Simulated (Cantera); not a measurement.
A Cantera script and what it prints.

```python
import numpy as np
import cantera as ct

gas_names = """
    C CH CH2 CH3 CH2OH CH3O CH4 CH3OH CO COS CO2 COOH CS CS2 C2 C2H CHCO,ketyl C2H2,acetylene
    C2H2,vinylidene CH2CO,ketene C2H3,vinyl CH3CO,acetyl C2H4 C2H4O,ethylen CH3CHO,ethanal CH3COOH
    (HCOOH)2 C2H5 C2H6 CH3OCH3 C2H5OH C2O C3 C3H3,propargyl C3H4,allene C3H4,propyne C3H4,cyclo-
    C3H5,allyl C3H6,propylene C3H6,cyclo- C3H6O C3H7,n-propyl C3H7,i-propyl C3H8 C3H8O,1propanol
    C3H8O,2propanol C3O2 C4 C4H2 C4H4,1,3-cyclo- C4H6,butadiene C4H6,2-butyne C4H6,cyclo- C4H8,1-butene
    C4H8,cis2-buten C4H8,tr2-butene C4H8,isobutene C4H8,cyclo- (CH3COOH)2 C4H9,n-butyl C4H9,i-butyl
    C4H9,s-butyl C4H9,t-butyl C4H10,isobutane C4H10,n-butane C5 C5H6,1,3cyclo- C5H8,cyclo-
    C5H10,1-pentene C5H10,cyclo- C5H11,pentyl C5H11,t-pentyl C5H12,n-pentane C5H12,i-pentane
    CH3C(CH3)2CH3 C6H2 C6H5,phenyl C6H5O,phenoxy C6H6 C6H5OH,phenol C6H10,cyclo- C6H12,1-hexene
    C6H12,cyclo- C6H13,n-hexyl C7H7,benzyl C7H8 C7H8O,cresol C7H14,1-heptene C7H15,n-heptyl
    C7H16,n-heptane C8H8,styrene C8H10,ethylbenz C8H16,1-octene C8H17,n-octyl C8H18,isooctane
    C8H18,n-octane C9H19,n-nonyl C10H8,naphthale C10H21,n-decyl C12H9,o-bipheny C12H10,bipheny H HCO HO2
    H2 HCHO,formaldehy HCOOH H2O H2O2 H2S H2SO4 Mg MgH MgO MgOH MgO2H2 MgS Mg2 O OH O2 O3 S SH SO SO2
    SO3 S2 S2O S8
""".split()
cond_names = """
    C(gr) C6H6(L) C7H8(L) C8H18(L),n-octa H2O(s) H2O(L) H2SO4(L) Mg(cr) Mg(L) MgCO3(s) MgO(s) MgO(L)
    MgO2H2(s) MgS(s) MgSO4(s) MgSO4(L) S(cr1) S(cr2) S(L)
""".split()


def load(file, names, dense=False):
    # The tables refer to 1 bar. Condensed volumes are neglected.
    table = {s.name: s for s in ct.Species.list_from_file(file)}
    out = []
    for n in names:
        d = dict(table[n].input_data)
        d["thermo"] = dict(d["thermo"], **{"reference-pressure": 1e5})
        if dense:
            d["equation-of-state"] = {"model": "constant-volume", "density": "1e6 g/cm^3"}
        out.append(ct.Species.from_dict(d))
    return out


gas = ct.Solution(thermo="ideal-gas", species=load("nasa_gas.yaml", gas_names))
cond = {s.name: ct.Solution(thermo="fixed-stoichiometry", species=[s], name=s.name)
        for s in load("nasa_condensed.yaml", cond_names, dense=True)}
atoms = {
    'MgSO4': {'Mg': 1, 'S': 1, 'O': 4},
    'H2O': {'H': 2, 'O': 1},
    'CO2': {'C': 1, 'O': 2},
}
top_T = {'C(gr)': 4500, 'MgS(s)': 2250}  # K; cautious upper limits of use, not melting points


def equilibrate(T, P, feed):
    n = {}
    for name, mol in feed.items():
        for a, k in atoms[name].items():
            n[a] = n.get(a, 0.0) + k * mol
    gas.TPX = T, P, n
    mass = sum(n.values()) * gas.mean_molecular_weight
    gas.equilibrate("TP")
    valid = [c for c in cond.values() if c.min_temp <= T <= top_T.get(c.name, c.max_temp)]
    mix = ct.Mixture([(gas, mass / gas.mean_molecular_weight)] + [(c, 0.0) for c in valid])
    mix.T, mix.P = T, P
    mix.equilibrate("TP", solver="vcs", rtol=1e-11, max_steps=5000)
    return mix


results = []
feed = {'MgSO4': 1, 'H2O': 0.91, 'CO2': 0.031}  # mol
P = 101325  # Pa
for T in [1098, 1198, 1298, 1398, 1498, 1598, 1698, 1798, 1898, 1998]:
    mix = equilibrate(T, P, feed)
    results.append((T, P, feed, dict(zip(mix.species_names, mix.species_moles))))

top = {s: max(r[3][s] / sum(r[3][g] for g in gas_names) for r in results) for s in gas_names}
cols = sorted((s for s in top if top[s] > 1e-06), key=lambda s: -top[s])[:6]
seen = [c for c in cond_names if any(r[3].get(c, 0) > 1e-12 for r in results)]
print("log10 of partial pressures in bar; condensed amounts in mol")
print(f"{'T/K':>10s}" + "".join(f"{s[:9]:>10s}" for s in cols + seen))
for T, P, feed, n in results:
    ng = sum(n[g] for g in gas_names)
    print(f"{T:10.4g}" + "".join(f"{np.log10(max(n[s] / ng * P / 1e5, 1e-99)):10.3f}" for s in cols)
          + "".join(f"{n.get(c, 0):10.4g}" for c in seen))
```

Output:

```
log10 of partial pressures in bar; condensed amounts in mol
       T/K       H2O       SO2        O2       CO2       SO3        OH    MgO(s)  MgSO4(s)
      1098    -0.011    -2.438    -2.739    -1.479    -4.004    -6.202  0.003502    0.9965
      1198    -0.032    -1.457    -1.758    -1.500    -2.918    -5.322   0.03545    0.9645
      1298    -0.198    -0.635    -0.936    -1.666    -2.010    -4.652    0.3469    0.6531
      1398    -0.420    -0.392    -0.693    -1.888    -1.923    -4.234         1         0
      1498    -0.421    -0.388    -0.689    -1.889    -2.155    -3.828         1         0
      1598    -0.422    -0.386    -0.687    -1.890    -2.360    -3.472         1         0
      1698    -0.423    -0.384    -0.686    -1.890    -2.541    -3.159         1         0
      1798    -0.423    -0.384    -0.685    -1.890    -2.702    -2.880         1         0
      1898    -0.424    -0.383    -0.686    -1.891    -2.845    -2.631         1         0
      1998    -0.426    -0.383    -0.686    -1.892    -2.975    -2.408         1         0
```

Cantera equilibrium calculation (NASA polynomials, part measured and part estimated; ideal gas, pure solids and liquids). Mutual solubility and eutectic melting of coexisting phases are not modelled.
